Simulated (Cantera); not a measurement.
Feed: 1 mol SiCl₄, 1.4 mol NO, 13 mol N₂, at 898.15 K and 0.100 bar.

Equilibrium computed with Cantera from the NASA thermochemical tables; the gas is ideal and each condensed phase is pure. Candidate condensed phases: Si, SiO₂, Si₂N₂O, Si₃N₄; 23 gas species. Equilibrium is a limit: real reactors are often held back by kinetics, nucleation or transport.

Base state: N₂ 0.890, Cl₂ 0.0909, SiCl₄ 0.0195, Cl 6.81e-5 (mole fractions); condensed: SiO₂(β-quartz).

Q: What changes in the equilibrium state with this change: NO from 1.4 to 0.13 mol?

A: 
```csv
species,before,after
N₂,0.890,0.925
SiCl₄,0.0195,0.0662
Cl₂,0.0909,0.00919
Cl,6.81e-5,2.17e-5
"SiO₂(β-quartz), mol",0.700,0.0650
```
